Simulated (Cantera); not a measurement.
Input: 1 mol SiO₂, 20 mol HF, 0.6 mol H₂, equilibrated at 1575 K and 0.0133 bar.

Cantera equilibrium calculation (NASA polynomials, part measured and part estimated; ideal gas, pure solids and liquids). Candidate condensed phases: H₂O, Si, SiO₂; 38 gas species. The tables' values for SiF₃ are old estimates; treat these amounts as uncertain. The tables hold silica as quartz up to 1696 K and as liquid above; real silica turns to tridymite and cristobalite and melts near 1996 K. Kinetics and transport are ignored.

Base state: HF 0.848, H₂O 0.0809, SiF₄ 0.0404, H₂ 0.0302, H 6.26e-5, SiF₃ 6.00e-5 (mole fractions); condensed: SiO₂(β-quartz).

Task: What changes in the equilibrium state with this change: temperature from 1575 K to 773.15 K?

Result: 
```tsv
species	before	after
HF	0.848	0.816
H₂O	0.0809	0.102
SiF₄	0.0404	0.0510
H₂	0.0302	0.0306
H	6.26e-5	<1e-9
SiF₃	6.00e-5	<1e-9
SiO₂(β-quartz), mol	0.199	0
```

Task: What changes in the equilibrium state with this change: temperature from 1575 K to 1873.15 K?

Result: 
| species | before | after |
|---|---|---|
| HF | 0.848 | 0.888 |
| H₂O | 0.0809 | 0.0545 |
| H₂ | 0.0302 | 0.0288 |
| SiF₄ | 0.0404 | 0.0264 |
| SiO | 3.78e-7 | 0.000341 |
| OH | 6.08e-6 | 0.000140 |
| H | 6.26e-5 | 0.000949 |
| SiO₂(β-quartz), mol | 0.199 | 0 |
| SiO₂(condensed), mol | 0 | 0.448 |
